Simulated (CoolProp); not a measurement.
Vapour-liquid equilibrium of R1234yf (1) + R227EA (2) at 0.0833 MPa; x and y are mole fractions of (1).

The numbers come from the multi-fluid Helmholtz-energy mixture model, Lemmon 2022 and Lemmon 2016; pair parameters Bell 2016 in CoolProp.

Give the bubble temperature and the first vapour's composition at x = 0.05, 0.35, 0.875. Is there an azeotrope?

x = 0.05: -21.7 °C, y = 0.085; x = 0.35: -26.2 °C, y = 0.486; x = 0.875: -32.5 °C, y = 0.926. No azeotrope shows between x = 0.05 and 0.95.

Pair parameters are fitted to limited data, so mixtures are less certain than the pure fluids.
